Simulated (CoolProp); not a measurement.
Values from CoolProp's reference Helmholtz-energy equation of state, Thol 2014.

Q: Give the vapour pressure (kPa), vapour Z, surface tension (mN/m) of saturated diethyl ether at 95.55, 103.95, 112.25 °C.

A: 
```csv
T (°C),p (kPa),vapour Z,surface tension (mN/m)
95.55,590,0.851,8.46
103.95,715,0.830,7.56
112.25,857,0.808,6.69
```

Surface tension comes from a separate correlation (Mulero 2014).
